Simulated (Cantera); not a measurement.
A Cantera script and what it prints.

```python
import numpy as np
import cantera as ct

gas_names = """
    CL CL2 H HCL H2 Si SiCL SiCL2 SiCL3 SiCL4 SiH SiHCL3 SiH2 SiH2CL2 SiH3 SiH3CL SiH4 Si2 Si3
""".split()
cond_names = """
    Si(cr) Si(L)
""".split()


def load(file, names, dense=False):
    # The tables refer to 1 bar. Condensed volumes are neglected.
    table = {s.name: s for s in ct.Species.list_from_file(file)}
    out = []
    for n in names:
        d = dict(table[n].input_data)
        d["thermo"] = dict(d["thermo"], **{"reference-pressure": 1e5})
        if dense:
            d["equation-of-state"] = {"model": "constant-volume", "density": "1e6 g/cm^3"}
        out.append(ct.Species.from_dict(d))
    return out


gas = ct.Solution(thermo="ideal-gas", species=load("nasa_gas.yaml", gas_names))
cond = {s.name: ct.Solution(thermo="fixed-stoichiometry", species=[s], name=s.name)
        for s in load("nasa_condensed.yaml", cond_names, dense=True)}
atoms = {
    'SiHCl3': {'Si': 1, 'H': 1, 'CL': 3},
    'HCl': {'H': 1, 'CL': 1},
    'H2': {'H': 2},
}
top_T = {}  # K; cautious upper limits of use, not melting points


def equilibrate(T, P, feed):
    n = {}
    for name, mol in feed.items():
        for a, k in atoms[name].items():
            n[a] = n.get(a, 0.0) + k * mol
    gas.TPX = T, P, n
    mass = sum(n.values()) * gas.mean_molecular_weight
    gas.equilibrate("TP")
    valid = [c for c in cond.values() if c.min_temp <= T <= top_T.get(c.name, c.max_temp)]
    mix = ct.Mixture([(gas, mass / gas.mean_molecular_weight)] + [(c, 0.0) for c in valid])
    mix.T, mix.P = T, P
    mix.equilibrate("TP", solver="vcs", rtol=1e-11, max_steps=5000)
    return mix


results = []
T = 1775  # K
P = 81000  # Pa
for m in [25, 33, 45, 60, 80, 110, 140, 190, 260]:
    feed = {'SiHCl3': 1, 'HCl': 1.7, 'H2': m}  # mol
    mix = equilibrate(T, P, feed)
    results.append((T, P, feed, dict(zip(mix.species_names, mix.species_moles))))
    x = sorted(zip(gas.X, gas.species_names), reverse=True)
    print(f"T = {T:g} K  P = {P:g} Pa  n(H2) = {m:g} mol  gas = {mix.phase_moles(0):.4g} mol")
    print("   x: " + "  ".join(f"{s} {v:.3e}" for v, s in x if v > 1e-06))
    print("   condensed (mol): " + ("  ".join(f"{mix.phase(i).name} {mix.phase_moles(i):.4g}"
          for i in range(1, mix.n_phases) if mix.phase_moles(i) > 1e-12) or "none"))
```

It prints:

```
T = 1775 K  P = 81000 Pa  n(H2) = 25 mol  gas = 28.67 mol
   x: H2 8.721e-01  HCL 9.332e-02  SiCL2 3.199e-02  SiCL3 1.624e-03  SiHCL3 3.072e-04  H 3.003e-04  SiCL4 1.394e-04  SiH2CL2 1.215e-04  CL 2.469e-05  SiCL 2.452e-05  SiH2 2.183e-05  SiH3CL 1.475e-05  SiH 2.795e-06  Si 2.710e-06
   condensed (mol): Si(L) 0.01815
T = 1775 K  P = 81000 Pa  n(H2) = 33 mol  gas = 36.68 mol
   x: H2 8.966e-01  HCL 7.929e-02  SiCL2 2.247e-02  SiCL3 9.556e-04  H 3.045e-04  SiHCL3 1.833e-04  SiH2CL2 8.774e-05  SiCL4 6.876e-05  SiH2 2.245e-05  CL 2.069e-05  SiCL 2.055e-05  SiH3CL 1.288e-05  SiH 2.834e-06  Si 2.710e-06
   condensed (mol): Si(L) 0.1262
T = 1775 K  P = 81000 Pa  n(H2) = 45 mol  gas = 48.69 mol
   x: H2 9.192e-01  HCL 6.499e-02  SiCL2 1.472e-02  SiCL3 5.069e-04  H 3.083e-04  SiHCL3 9.846e-05  SiH2CL2 5.895e-05  SiCL4 2.953e-05  SiH2 2.301e-05  CL 1.675e-05  SiCL 1.664e-05  SiH3CL 1.083e-05  SiH 2.870e-06  Si 2.710e-06
   condensed (mol): Si(L) 0.2466
T = 1775 K  P = 81000 Pa  n(H2) = 60 mol  gas = 63.7 mol
   x: H2 9.363e-01  HCL 5.325e-02  SiCL2 9.702e-03  H 3.112e-04  SiCL3 2.711e-04  SiHCL3 5.315e-05  SiH2CL2 3.956e-05  SiH2 2.344e-05  CL 1.360e-05  SiCL 1.350e-05  SiCL4 1.282e-05  SiH3CL 9.033e-06  SiH 2.896e-06  Si 2.710e-06
   condensed (mol): Si(L) 0.3547
T = 1775 K  P = 81000 Pa  n(H2) = 80 mol  gas = 83.7 mol
   x: H2 9.501e-01  HCL 4.305e-02  SiCL2 6.249e-03  H 3.135e-04  SiCL3 1.402e-04  SiHCL3 2.768e-05  SiH2CL2 2.586e-05  SiH2 2.379e-05  CL 1.091e-05  SiCL 1.084e-05  SiH3CL 7.411e-06  SiCL4 5.319e-06  SiH 2.918e-06  Si 2.710e-06
   condensed (mol): Si(L) 0.4562
T = 1775 K  P = 81000 Pa  n(H2) = 110 mol  gas = 113.7 mol
   x: H2 9.622e-01  HCL 3.354e-02  SiCL2 3.747e-03  H 3.155e-04  SiCL3 6.507e-05  SiH2 2.409e-05  SiH2CL2 1.570e-05  SiHCL3 1.293e-05  CL 8.450e-06  SiCL 8.392e-06  SiH3CL 5.849e-06  SiH 2.936e-06  Si 2.710e-06  SiCL4 1.912e-06
   condensed (mol): Si(L) 0.558
T = 1775 K  P = 81000 Pa  n(H2) = 140 mol  gas = 143.7 mol
   x: H2 9.696e-01  HCL 2.752e-02  SiCL2 2.504e-03  H 3.167e-04  SiCL3 3.554e-05  SiH2 2.427e-05  SiH2CL2 1.057e-05  SiHCL3 7.090e-06  CL 6.907e-06  SiCL 6.860e-06  SiH3CL 4.835e-06  SiH 2.947e-06  Si 2.710e-06
   condensed (mol): Si(L) 0.6263
T = 1775 K  P = 81000 Pa  n(H2) = 190 mol  gas = 193.7 mol
   x: H2 9.769e-01  HCL 2.122e-02  SiCL2 1.477e-03  H 3.179e-04  SiH2 2.446e-05  SiCL3 1.611e-05  SiH2CL2 6.284e-06  CL 5.305e-06  SiCL 5.269e-06  SiH3CL 3.756e-06  SiHCL3 3.225e-06  SiH 2.958e-06  Si 2.710e-06
   condensed (mol): Si(L) 0.7011
T = 1775 K  P = 81000 Pa  n(H2) = 260 mol  gas = 263.7 mol
   x: H2 9.827e-01  HCL 1.609e-02  SiCL2 8.440e-04  H 3.188e-04  SiH2 2.460e-05  SiCL3 6.957e-06  CL 4.010e-06  SiCL 3.983e-06  SiH2CL2 3.612e-06  SiH 2.967e-06  SiH3CL 2.865e-06  Si 2.710e-06  SiHCL3 1.397e-06
   condensed (mol): Si(L) 0.7642
```

Method: chemical equilibrium by Gibbs-energy minimisation in Cantera with the NASA 1993 tables (ideal gas, pure condensed phases). The tables' values for SiCl3, SiCl are old estimates; treat these amounts as uncertain. Gases not in the tables: Si2H6 and higher silanes.
